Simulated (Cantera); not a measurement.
Feed: 1 mol N₂O, 1.1 mol O₂, held at 1598.15 K and 15.0 Torr.

These are equilibrium values from Cantera (NASA tables, ideal gas, pure condensed phases), not measurements of a reactor. Equilibrium is a limit: real reactors are often held back by kinetics, nucleation or transport.

Base state: O₂ 0.614, N₂ 0.383, NO 0.00229, O 7.86e-5 (mole fractions); condensed: gas only.

**Question.** What changes in the equilibrium state with this change: N₂O replaced by HBr?

**Answer.** 
```tsv
species	before	after
O₂	0.614	0.383
Br	0	0.362
H₂O	0	0.192
N₂	0.383	0
HBr	0	0.0511
Br₂	0	0.0110
NO	0.00229	0
OH	0	0.000747
H₂	0	1.42e-5
O	7.86e-5	6.21e-5
```
Further candidate phases: Br₂, H₂O.
